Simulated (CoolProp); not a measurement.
Sulfur dioxide at 299.09 K and 0.141 MPa is throttled through a valve to 0.0588 MPa with no heat exchange. Each further row changes one setting.

Model: reference Helmholtz-energy equation of state, Gao 2016, in CoolProp.

```tsv
case	temperature change (K)	final density (kg/m³)
as stated	(withheld)	(withheld)
outlet pressure 0.0176 MPa	(withheld)	(withheld)
outlet pressure 0.0764 MPa	(withheld)	(withheld)
```

Problem. Fill in the missing entries.

Solution. 
- as stated, temperature change (K): -3.2
- as stated, final density (kg/m³): 1.55
- outlet pressure 0.0176 MPa, temperature change (K): -4.8
- outlet pressure 0.0176 MPa, final density (kg/m³): 0.462
- outlet pressure 0.0764 MPa, temperature change (K): -2.5
- outlet pressure 0.0764 MPa, final density (kg/m³): 2.01
